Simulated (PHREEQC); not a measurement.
Make-up at 25 °C: 0.22 mol HNO3 and 0.021 mol CuCl2 per kg of water. Closed to the air; pH follows from the charge balance.

All values are PHREEQC results (ion-association model, phreeqc.dat), not measurements.

No solid was allowed to form.

### Question
Predict the pH, specific conductance.

### Answer
pH 0.76; specific conductance 74300 µS/cm.

### Question
In which forms is Cl present?

### Answer
Cl- 98 %, CuCl+ 1.6 % of the Cl.
